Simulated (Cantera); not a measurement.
Cantera with NASA thermochemical tables; ideal gases at 1 bar, condensed phases pure. Values are per mole of reaction as written; species without (g) are pure solids or liquids, kept so even where they would boil at 1 bar.

2 Fe2Cl6(g) + C → CCl4(g) + 4 FeCl2(g), with ΔH° = 648.9 kJ and ΔS° = 427.4 J/K at 300 K.

### Question
How far is the shortcut ΔG° ≈ ΔH°(300 K) − T·ΔS°(300 K) from the full temperature-dependent value at 673, 773, 873, 973, 1073, 1173, 1273, 1373, 1473 K?

### Answer
```csv
T (K),shortcut (kJ),full (kJ),difference (kJ),difference in log10 K
673,361.2,367.9,-6.6,0.51
773,318.5,328.3,-9.8,0.67
873,275.8,289.3,-13.5,0.81
973,233.0,250.6,-17.5,0.94
1073,190.3,212.2,-21.9,1.07
1173,147.5,174.1,-26.6,1.18
1273,104.8,136.2,-31.5,1.29
1373,62.1,98.6,-36.6,1.39
1473,19.3,61.2,-41.9,1.48
```
The shortcut ignores the heat-capacity change of the reaction.
